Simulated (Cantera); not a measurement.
## Equilibrium for hydrogen reduction and annealing atmospheres: ZrO2 + H2

A closed system holds: 1 mol ZrO2, 20 mol H2, equilibrated at 750 Torr.

Cantera equilibrium calculation (NASA polynomials, part measured and part estimated; ideal gas, pure solids and liquids). Candidate condensed phases: H2O, Zr, ZrO2; 12 gas species. Rates play no part.

| T (K) | x H2 | x H | x H2O | x ZrO | x Zr | n ZrO2(monoclinic) | n ZrO2(tetragonal) |
|---|---|---|---|---|---|---|---|
| 1323 | 1.000 | 1.59e-6 | 1.36e-10 | <1e-12 | <1e-12 | 1.00 | 0 |
| 1423 | 1.000 | 6.64e-6 | 8.96e-10 | <1e-12 | <1e-12 | 1.00 | 0 |
| 1523 | 1.000 | 2.31e-5 | 4.56e-9 | <1e-12 | <1e-12 | 0 | 1.00 |
| 1623 | 1.000 | 6.91e-5 | 1.87e-8 | 9.51e-12 | <1e-12 | 0 | 1.00 |
| 1723 | 1.000 | 0.000182 | 6.52e-8 | 1.35e-10 | 7.26e-12 | 0 | 1.000 |
| 1823 | 1.000 | 0.000433 | 1.98e-7 | 1.43e-9 | 7.30e-11 | 0 | 1.000 |
| 1923 | 0.999 | 0.000942 | 5.32e-7 | 1.18e-8 | 5.76e-10 | 0 | 1.000 |
| 2023 | 0.998 | 0.00190 | 1.30e-6 | 7.88e-8 | 3.70e-9 | 0 | 1.000 |
| 2123 | 0.996 | 0.00358 | 2.91e-6 | 4.37e-7 | 2.00e-8 | 0 | 1.000 |
| 2223 | 0.994 | 0.00639 | 6.21e-6 | 2.02e-6 | 8.75e-8 | 0 | 1.000 |
x: gas mole fraction; n: condensed amount in mol.

From 1323 K to 1423 K the condensed part is ZrO2(monoclinic). From 1523 K to 2223 K the condensed part is ZrO2(tetragonal).
